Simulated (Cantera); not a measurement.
Charge: 1 mol acetone, 0.11 mol CO2, 2 mol H2, at 280 Pa.

Equilibrium computed with Cantera from the NASA thermochemical tables; the gas is ideal and each condensed phase is pure. Candidate condensed phases: C, C6H6, C7H8, C8H18, H2O; 110 gas species. The feed counts by its element totals alone. Equilibrium is a limit: real reactors are often held back by kinetics, nucleation or transport.

x: gas mole fraction; n: condensed amount in mol.

```tsv
T (K)	x H2	x H	x CO	x H2O	x CH4	x CO2	n C(graphite)
600	0.661	<1e-12	0.00482	0.182	0.115	0.0375	2.38
800	0.806	4.91e-11	0.174	0.00919	0.00244	0.00838	1.98
1000	0.804	___	0.196	___	___	___	1.89
1200	0.804	___	0.196	___	___	___	1.89
1400	0.804	8.24e-5	0.196	1.64e-6	7.81e-6	1.85e-7	1.89
1600	0.803	0.000921	0.196	3.85e-7	2.95e-6	3.13e-8	1.89
1800	0.798	0.00605	0.196	1.25e-7	1.37e-6	7.99e-9	1.89
2000	0.779	0.0271	0.193	4.94e-8	7.21e-7	2.68e-9	1.88
2200	0.721	0.0903	0.187	2.15e-8	3.82e-7	1.06e-9	1.87
2400	0.591	0.231	0.173	9.04e-9	1.74e-7	4.49e-10	1.83
2600	0.388	0.452	0.152	3.16e-9	5.43e-8	1.90e-10	1.75
```

### Question
What belongs in the gaps?

### Answer

- 1000, x H: 3.84e-8
- 1000, x H2O: 0.000174
- 1000, x CH4: 0.000173
- 1000, x CO2: 6.10e-5
- 1200, x H: 3.34e-6
- 1200, x H2O: 1.15e-5
- 1200, x CH4: 2.86e-5
- 1200, x CO2: 2.04e-6
